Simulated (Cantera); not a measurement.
A Cantera script and its output.

```python
import numpy as np
import cantera as ct

gas = ct.Solution("gri30.yaml")
gas.TPX = 1325, 800, {'N2O': 1, 'N2': 7.3}
reactor = ct.IdealGasConstPressureReactor(gas, energy="off", clone=False)
net = ct.ReactorNet([reactor])
net.rtol, net.atol = 1e-08, 1e-18
show = ['N2O', 'NO', 'O2', 'NO2', 'N2', 'O']
times = np.geomspace(8e-06, 100, 11)

steps = ct.SolutionArray(gas, extra=["t"])
rows = []
print(f"{'t/s':>10s}{'T/K':>9s}{'P/Pa':>11s}" + "".join(f"{s:>11s}" for s in show))
for t in times:
    while net.time < t:
        t_next = net.step()
        steps.append(gas.state, t=t_next)
    rows.append([np.interp(t, steps.t, y) for y in (steps.T, steps.P, *steps(*show).X.T)])
    print(f"{t:10.3e}{rows[-1][0]:9.1f}{rows[-1][1]:11.4g}" + "".join(f"{x:11.3e}" for x in rows[-1][2:]))
rate = np.gradient(steps.T, steps.t)
print("integrator steps:", len(steps.t))
if steps.T.max() > steps.T[0] + 200:
    print(f"time of steepest temperature rise: {steps.t[rate.argmax()]:.4e} s")
gas.TPX = 1325, 800, {'N2O': 1, 'N2': 7.3}
gas.equilibrate("TP")
print(f"equilibrium (TP): T = {gas.T:.1f} K  " + "  ".join(f"{s} {gas[s].X[0]:.3e}" for s in show))
```

Result:

```
       t/s      T/K       P/Pa        N2O         NO         O2        NO2         N2          O
 8.000e-06   1325.0        800  1.205e-01  6.337e-12  1.659e-11  6.206e-24  8.795e-01  2.025e-08
 4.100e-05   1325.0        800  1.205e-01  1.654e-10  4.330e-10  4.175e-21  8.795e-01  1.034e-07
 2.101e-04   1325.0        800  1.205e-01  4.257e-09  1.115e-08  2.644e-18  8.795e-01  5.190e-07
 1.077e-03   1325.0        800  1.205e-01  1.044e-07  2.734e-07  1.587e-15  8.795e-01  2.402e-06
 5.519e-03   1325.0        800  1.205e-01  2.001e-06  5.240e-06  5.739e-13  8.795e-01  7.740e-06
 2.828e-02   1325.0        800  1.203e-01  1.959e-05  5.129e-05  5.371e-11  8.796e-01  1.053e-05
 1.450e-01   1325.0        800  1.197e-01  1.140e-04  2.985e-04  1.616e-09  8.799e-01  1.054e-05
 7.429e-01   1325.0        800  1.166e-01  5.897e-04  1.544e-03  2.639e-08  8.813e-01  1.054e-05
 3.807e+00   1325.0        800  1.018e-01  2.829e-03  7.409e-03  1.948e-07  8.880e-01  1.053e-05
 1.951e+01   1325.0        800  5.135e-02  1.044e-02  2.737e-02  8.858e-07  9.108e-01  1.049e-05
 1.000e+02   1325.0        800  1.860e-03  1.784e-02  4.702e-02  1.815e-06  9.333e-01  8.732e-06
integrator steps: 744
equilibrium (TP): T = 1325.0 K  N2O 1.701e-09  NO 2.653e-04  O2 5.669e-02  NO2 1.206e-07  N2 9.430e-01  O 7.380e-07
```

Detailed kinetics in Cantera: GRI-Mech 3.0 (53 species, 325 reactions). GRI-Mech 3.0 was tuned for natural gas; its chemistry of N2O as a main component is partial and can be far from experiment. Radical loss at walls, strong at low pressure, is not modelled. The mechanism lacks the step 2 NO + O2 → 2 NO2, which can matter for NO2 below about 1400 K. The temperature is held fixed by assumption; the heat of reaction is taken as removed at once.
